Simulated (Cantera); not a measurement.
A closed system holds: 1 mol SiH2Cl2, 2.2 mol N2, 91 mol H2, equilibrated at 1250 °C and 0.133 bar.

Cantera equilibrium calculation (NASA polynomials, part measured and part estimated; ideal gas, pure solids and liquids). Candidate condensed phases: NH4Cl, Si, Si3N4; 28 gas species. Rates play no part.

Base state: H2 0.963, HCl 0.0208, N2 0.0163, SiCl2 0.000155, H 6.22e-5 (mole fractions); condensed: Si3N4(s).

### Question
What changes in the equilibrium state with this change: SiH2Cl2 replaced by SiCl4?

### Answer
| species | before | after |
|---|---|---|
| H2 | 0.963 | 0.942 |
| HCl | 0.0208 | 0.0410 |
| N2 | 0.0163 | 0.0166 |
| SiCl2 | 0.000155 | 0.000606 |
| SiCl3 | 2.58e-6 | 2.01e-5 |
| H | 6.22e-5 | 6.15e-5 |
| Si3N4(s), mol | 0.328 | 0.313 |
The tables' values for SiCl3 are old estimates; treat these amounts as uncertain.
